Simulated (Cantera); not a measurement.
Iron carbonyl, mercury and lead vapours: Pb + H₂ + O₂

A closed system holds: 1 mol Pb, 39 mol H₂, 0.01 mol O₂, held at 10.0 mbar.

Method: chemical equilibrium by Gibbs-energy minimisation in Cantera with the NASA 1993 tables (ideal gas, pure condensed phases). Candidate condensed phases: H₂O, Pb, PbO, PbO₂, Pb₃O₄; 12 gas species. Rates play no part.

| T (K) | log p H₂ | log p Pb | log p H₂O | log p H | n Pb(l) |
|---|---|---|---|---|---|
| 925 | -2.00 | -5.57 | -5.29 | -10.58 | 0.990 |
| 975 | -2.00 | -5.04 | -5.29 | -9.94 | 0.964 |
| 1025 | -2.00 | -4.56 | -5.29 | -9.36 | 0.891 |
| 1075 | -2.00 | -4.12 | -5.29 | -8.84 | 0.702 |
| 1125 | -2.01 | -3.72 | -5.30 | -8.36 | 0.248 |
| 1175 | -2.01 | -3.60 | -5.30 | -7.92 | 0 |
| 1225 | -2.01 | -3.60 | -5.30 | -7.51 | 0 |
| 1275 | -2.01 | -3.60 | -5.30 | -7.14 | 0 |
| 1325 | -2.01 | -3.60 | -5.30 | -6.79 | 0 |
| 1375 | -2.01 | -3.60 | -5.30 | -6.47 | 0 |
| 1425 | -2.01 | -3.60 | -5.30 | -6.17 | 0 |
| 1475 | -2.01 | -3.60 | -5.30 | -5.89 | 0 |
| 1525 | -2.01 | -3.60 | -5.30 | -5.63 | 0 |
log p: log10 of the partial pressure in bar; n: condensed amount in mol.

From 925 K to 1125 K the condensed part is Pb(l). From 1175 K to 1525 K nothing is condensed. The main Pb-bearing gas is Pb throughout.
